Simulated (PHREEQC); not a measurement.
Dissolve 40 mmol/kgw MnCl2 at 25 °C. Closed to the air; pH follows from the charge balance.

Model: ion-association model, wateq4f.dat, run in PHREEQC.

| quantity | before | after |
|---|---|---|
| pH | 6.21 | 9.69 |
| ionic strength (mol/kgw) | 0.111 | 0.111 |
| Mn+2 (mol/kgw) | 0.0357 | 0.0338 |
| SI of Pyrochroite (Mn(OH)2) | -4.65 | +2.30 |

**Question.** What was changed between the two runs?
A) MnCl2 replaced by Mn(NO3)2 at the same molality
B) MnCl2 from 0.04 to 0.2 mol/kgw
C) MnCl2 from 0.04 to 0.4 mol/kgw
D) 0.0011 mol/kgw Ca(OH)2 added

**Answer.** D, 0.0011 mol/kgw Ca(OH)2 added

No solid was allowed to form. Some of these states are supersaturated (in Pyrochroite, for instance).
